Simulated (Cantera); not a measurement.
A perfectly stirred reactor is fed with CH4 : C2H6 : O2 : N2 = 1 : 0.04 : 1.34 : 5.03 (molar parts), equivalence ratio 1.6, at 1.01 bar; it is adiabatic with a 425 K inlet, and is followed from long to short residence time, starting on the burning branch (τ in s: 0.11, 0.043, 0.017, 0.007, 0.0028, 0.0011, 0.00046, 0.00019, 7.6e-05, 3.1e-05, 1.2e-05, 5e-06).

Computed with Cantera and GRI-Mech 3.0 (53 species, 325 reactions).

Task: Predict: blow-out, bracketed by the residence times tried; x(CH4) at τ = 0.110 s; x(C2H6) at τ = 0.110 s; x(O2) at τ = 0.110 s; x(HO2) at τ = 0.110 s; x(CO) at τ = 0.110 s; x(CH4) at τ = 0.460 ms; x(C2H6) at τ = 0.460 ms; x(O2) at τ = 0.460 ms.

Result: 
```
Quantity                                                                       Result
------------------------------------------------  -----------------------------------
blow-out, bracketed by the residence times tried  burning at 1.10 ms, out at 0.460 ms
x(CH4) at τ = 0.110 s                                                         0.00206
x(C2H6) at τ = 0.110 s                                                        9.69e-7
x(O2) at τ = 0.110 s                                                         0.000249
x(HO2) at τ = 0.110 s                                                         4.25e-8
x(CO) at τ = 0.110 s                                                           0.0905
x(CH4) at τ = 0.460 ms                                                          0.135
x(C2H6) at τ = 0.460 ms                                                       0.00540
x(O2) at τ = 0.460 ms                                                           0.181
```
